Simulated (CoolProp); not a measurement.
Vapour-liquid equilibrium of carbon dioxide (1) + neopentane (2) at -1.95 °C; x and y are mole fractions of (1).

Model: multi-fluid Helmholtz-energy mixture model, Span 1996 and Lemmon 2006; pair parameters Bell 2016, in CoolProp.

```tsv
x	bubble pressure, mixture model (MPa)	bubble pressure, Raoult's law (MPa)	y, mixture model	y, Raoult's law
0.05	0.2746	0.2278	0.758	0.726
0.125	0.5992	0.4711	0.888	0.878
0.2	0.9161	0.7143	0.926	0.926
0.275	1.208	0.9575	0.943	0.950
0.35	1.464	1.201	0.953	0.964
0.425	1.685	1.444	0.960	0.974
0.5	1.876	1.687	0.964	0.981
0.575	2.048	1.930	0.968	0.986
0.65	2.214	2.174	0.972	0.989
0.725	2.388	2.417	0.976	0.993
0.8	2.584	2.660	0.981	0.995
0.875	2.816	2.903	0.986	0.997
0.95	3.094	3.146	0.994	0.999
```

The largest gap from Raoult's law is +28.3 % in bubble pressure, at x = 0.2. No azeotrope shows between x = 0.05 and 0.95.

Pair parameters are fitted to limited data, so mixtures are less certain than the pure fluids. The gap from Raoult's law changes sign with composition, which may be real or a fault of the pair parameters; it wasn't checked against measurements.
